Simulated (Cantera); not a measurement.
Ignition delay

Mixture: H₂ : O₂ : N₂ = 1 : 0.263 : 0.989 (molar parts), at 9.87 atm, adiabatic and at constant pressure. Ignition delay is the time to a rise of 400 K.

Detailed kinetics in Cantera: GRI-Mech 3.0 (53 species, 325 reactions). The hydrogen kinetics of GRI-Mech 3.0 are dated; newer H2 mechanisms differ, most at raised pressure.

```json
[
 {"T0 (K)": "1025", "delay (ms)": "3.79"},
 {"T0 (K)": "1125", "delay (ms)": "0.403"},
 {"T0 (K)": "1225", "delay (ms)": "0.0282"},
 {"T0 (K)": "1325", "delay (ms)": "0.00440"},
 {"T0 (K)": "1425", "delay (ms)": "0.00221"},
 {"T0 (K)": "1525", "delay (ms)": "0.00144"},
 {"T0 (K)": "1625", "delay (ms)": "0.00104"},
 {"T0 (K)": "1725", "delay (ms)": "0.000811"}
]
```

```json
{
  "apparent activation energy between 1525 and 1725 K": "62 kJ/mol"
}
```
